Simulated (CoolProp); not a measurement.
C2F6 (R116) at 339.44 K and 1.01 MPa flows at 13 m/s in a round tube of 6 mm bore and 45 µm roughness, fully developed (64/Re and Nu = 3.66 if laminar; Colebrook and Gnielinski if turbulent). Each further row changes one setting.

Model: reference Helmholtz-energy equation of state, Lemmon 2006, in CoolProp. It is a short technical equation, of lower accuracy than the large ones.

```json
[
 {"case": "as stated", "Reynolds number": "252000", "Darcy friction factor": "0.0348", "pressure drop (Pa/m)": "26000", "heat-transfer coefficient (W/(m² K))": "2970", "mass flow (kg/h)": "70.2"},
 {"case": "velocity 26 m/s", "Reynolds number": "504000", "Darcy friction factor": "0.0346", "pressure drop (Pa/m)": "103000", "heat-transfer coefficient (W/(m² K))": "5930", "mass flow (kg/h)": "140"},
 {"case": "diameter 12 mm", "Reynolds number": "504000", "Darcy friction factor": "0.0281", "pressure drop (Pa/m)": "10500", "heat-transfer coefficient (W/(m² K))": "2380", "mass flow (kg/h)": "281"}
]
```

Viscosity comes from a separate model (Huber 2003), an estimate that may be off by 10 % or more. Thermal conductivity comes from a separate model (Huber 2003), an estimate that may be off by 10 % or more.
